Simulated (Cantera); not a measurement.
A Cantera script and what it prints.

```python
import numpy as np
import cantera as ct

gas_names = """
    F F2 H HF H2 H2F2 H3F3 H4F4 H5F5 H6F6 H7F7 Si SiF SiF2 SiF3 SiF4 SiH SiHF3 SiH2 SiH2F2 SiH3 SiH3F
    SiH4 Si2 Si3
""".split()
cond_names = """
    Si(cr) Si(L)
""".split()


# ... load() reads the species with a 1 bar reference pressure and builds the phases ...
atoms = {
    'Si': {'Si': 1},
    'HF': {'H': 1, 'F': 1},
}
top_T = {}  # K; cautious upper limits of use, not melting points


# ... equilibrate(T, P, feed) seeds the gas with the atoms and calls Mixture.equilibrate('TP', solver="vcs", rtol=1e-11, max_steps=5000) ...
results = []
feed = {'Si': 1, 'HF': 1}  # mol
T = 823.15  # K
P = 133.322  # Pa
mix = equilibrate(T, P, feed)
results.append((T, P, feed, dict(zip(mix.species_names, mix.species_moles))))
print(gas.report(threshold=1e-06))
for i in range(1, mix.n_phases):
    print(f"{mix.phase(i).name:16s} {mix.phase_moles(i):12.5e} mol")
```

Output:

```
       temperature   823.15 K
          pressure   133.32 Pa
           density   0.00070382 kg/m^3
  mean mol. weight   36.13 kg/kmol
   phase of matter   gas

                          1 kg             1 kmol
                     ---------------   ---------------
          enthalpy       -1.4195e+07       -5.1288e+08  J
   internal energy       -1.4385e+07       -5.1972e+08  J
           entropy            8083.5        2.9206e+05  J/K
    Gibbs function       -2.0849e+07       -7.5329e+08  J
 heat capacity c_p            1471.9             53181  J/K
 heat capacity c_v            1241.8             44867  J/K

                      mass frac. Y      mole frac. X     chem. pot. / RT
                     ---------------   ---------------   ---------------
                HF        1.3363e-06        2.4133e-06           -81.604
                H2           0.03709           0.66471           -24.073
              SiF3        0.00013599        5.7752e-05           -211.99
              SiF4           0.94904           0.32945           -281.56
             SiHF3          0.013621         0.0057168           -224.03
            SiH2F2         0.0001094        5.8046e-05           -166.49
     [  +19 minor]        2.5857e-07         1.708e-07

Si(cr)            7.48897e-01 mol
```

These are equilibrium values from Cantera (NASA tables, ideal gas, pure condensed phases), not measurements of a reactor. The tables' values for SiF3 are old estimates; treat these amounts as uncertain.
